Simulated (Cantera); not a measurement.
## Equilibrium for silicon nitride deposition: SiF4 + NH3 + H2

A closed system holds: 1 mol SiF4, 17 mol NH3, 20 mol H2.

Cantera equilibrium calculation (NASA polynomials, part measured and part estimated; ideal gas, pure solids and liquids). Candidate condensed phases: Si, Si3N4; 37 gas species. The tables' values for SiF2, SiF3 are old estimates. Kinetics and transport are ignored.

Question: Map the stable condensed phases over T = 775, 875, 975, 1075, 1175, 1275, 1375, 1475, 1575, 1675, 1775, 1875, 1975, 2075 K and P in Pa = 5, 26, 140, 710, 3700, 19000, 100000.

Answer: 
```
T in K \ P in Pa
              5     26    140    710   3700  19000 100000
   2075       A      A      A      A      A      A      A
   1975       A      A      A      A      A      A      A
   1875       A      A      A      A      A      A      A
   1775       A      A      A      A      A      A      A
   1675       A      A      A      A      A      A      B
   1575       A      A      A      A      A      B      B
   1475       A      A      A      A      B      B      B
   1375       A      A      A      B      B      B      B
   1275       A      B      B      B      B      B      B
   1175       B      B      B      B      B      B      B
   1075       B      B      B      B      B      B      B
    975       B      B      B      B      B      B      B
    875       B      B      B      B      B      B      B
    775       B      B      B      B      B      B      B
```
A: gas only; B: Si3N4.
